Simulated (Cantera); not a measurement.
# Thermodynamics of nitride etching, feed BN + HF + N2

Charge: 1 mol BN, 20 mol HF, 3 mol N2, held at 2073.15 K and 1.00 bar.

Equilibrium computed with Cantera from the NASA thermochemical tables; the gas is ideal and each condensed phase is pure. Candidate condensed phases: B, BN; 31 gas species. The tables' values for BF2 are old estimates; treat these amounts as uncertain. Rates play no part.

```yaml
x(HF): 0.739
x(N2): 0.152
x(H2): 0.0647
x(BF3): 0.0431
x(H): 0.000669
x(BF2): 0.000287
x(BHF2): 4.23e-5
x(F): 4.19e-6
x(H2F2): 4.06e-6
gas_amount: 23.01 mol
log10 activity of B(s) (absent): -6.84
```
